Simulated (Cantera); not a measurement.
Stirred combustor or abatement burner

A perfectly stirred reactor is fed with H2 : O2 : N2 = 1 : 0.893 : 3.36 (molar parts), at 7.00 bar; it is adiabatic with a 823 K inlet, and is followed from long to short residence time, starting on the burning branch (τ in s: 0.02, 0.0092, 0.0041, 0.0018, 0.00083, 0.00037, 0.00017, 7.5e-05, 3.4e-05, 1.5e-05, 6.8e-06).

Computed with Cantera and GRI-Mech 3.0 (53 species, 325 reactions). The hydrogen kinetics of GRI-Mech 3.0 are dated; newer H2 mechanisms differ, most at raised pressure.

```json
[
 {"τ (s)": "0.020", "T (K)": "2191", "x H2": "0.000330", "x O2": "0.0812", "x HO2": "6.76e-6", "x NO": "0.00114", "x NO2": "2.47e-6", "x H": "3.91e-5", "x O": "0.000293"},
 {"τ (s)": "0.0092", "T (K)": "2192", "x H2": "0.000364", "x O2": "0.0814", "x HO2": "6.97e-6", "x NO": "0.000592", "x NO2": "1.31e-6", "x H": "4.37e-5", "x O": "0.000312"},
 {"τ (s)": "0.0041", "T (K)": "2191", "x H2": "0.000436", "x O2": "0.0815", "x HO2": "7.37e-6", "x NO": "0.000306", "x NO2": "7.11e-7", "x H": "5.36e-5", "x O": "0.000351"},
 {"τ (s)": "0.0018", "T (K)": "2188", "x H2": "0.000584", "x O2": "0.0815", "x HO2": "8.24e-6", "x NO": "0.000170", "x NO2": "4.30e-7", "x H": "7.68e-5", "x O": "0.000433"},
 {"τ (s)": "0.00083", "T (K)": "2182", "x H2": "0.000848", "x O2": "0.0814", "x HO2": "9.95e-6", "x NO": "0.000110", "x NO2": "3.06e-7", "x H": "0.000126", "x O": "0.000587"},
 {"τ (s)": "0.00037", "T (K)": "2172", "x H2": "0.00134", "x O2": "0.0812", "x HO2": "1.35e-5", "x NO": "7.70e-5", "x NO2": "2.35e-7", "x H": "0.000240", "x O": "0.000887"},
 {"τ (s)": "0.00017", "T (K)": "2157", "x H2": "0.00214", "x O2": "0.0810", "x HO2": "1.97e-5", "x NO": "5.80e-5", "x NO2": "1.80e-7", "x H": "0.000478", "x O": "0.00139"},
 {"τ (s)": "7.5e-5", "T (K)": "2130", "x H2": "0.00353", "x O2": "0.0809", "x HO2": "3.12e-5", "x NO": "4.44e-5", "x NO2": "1.30e-7", "x H": "0.00101", "x O": "0.00226"},
 {"τ (s)": "3.4e-5", "T (K)": "2092", "x H2": "0.00567", "x O2": "0.0809", "x HO2": "5.00e-5", "x NO": "3.60e-5", "x NO2": "9.35e-8", "x H": "0.00206", "x O": "0.00357"},
 {"τ (s)": "1.5e-5", "T (K)": "2031", "x H2": "0.00907", "x O2": "0.0813", "x HO2": "8.09e-5", "x NO": "3.17e-5", "x NO2": "7.09e-8", "x H": "0.00413", "x O": "0.00549"},
 {"τ (s)": "6.8e-6", "T (K)": "1948", "x H2": "0.0141", "x O2": "0.0828", "x HO2": "0.000126", "x NO": "2.91e-5", "x NO2": "5.65e-8", "x H": "0.00756", "x O": "0.00775"}
]
```
x: mole fraction; the columns are a selection and need not sum to one.
